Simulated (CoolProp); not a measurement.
Saturation properties of carbonyl sulfide.

Computed with CoolProp (reference Helmholtz-energy equation of state, Lemmon 2006). It is a short technical equation, of lower accuracy than the large ones.

| T (°C) | p (kPa) | liquid density (kg/m³) | vapour density (kg/m³) | enthalpy of vaporisation (kJ/kg) | liquid cp (kJ/(kg K)) |
|---|---|---|---|---|---|
| 26.65 | 1335 | 985.5 | 38.75 | 243.2 | 1.377 |
| 32.65 | 1542 | 967.4 | 44.86 | 236.2 | 1.409 |
| 38.65 | 1771 | 948.5 | 51.78 | 228.7 | 1.446 |
| 44.65 | 2024 | 928.8 | 59.62 | 220.7 | 1.489 |
| 50.65 | 2302 | 907.9 | 68.54 | 212.1 | 1.541 |
| 56.75 | 2613 | 885.4 | 78.90 | 202.6 | 1.605 |
| 62.75 | 2946 | 861.8 | 90.64 | 192.6 | 1.683 |
| 68.75 | 3310 | 836.4 | 104.3 | 181.5 | 1.784 |

It boils at -50.2 °C under 1 atm.
